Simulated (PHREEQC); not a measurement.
**Buffer**

Solution (20 °C): 0.082 mol NaHCO3 and 6.2e-05 mol NaOH per kg of water. Closed to the air; pH follows from the charge balance.

All values are PHREEQC results (ion-association model, phreeqc.dat), not measurements.

Precipitation was switched off in this run.

Q: Estimate the pH.

A: pH 8.11.

Q: In which forms is C present?

A: HCO3- 94 %, NaHCO3 2.7 %, CO2 1.4 %, CO3-2 1.0 % of the C.

Complexes and solids missing from the database can't appear.
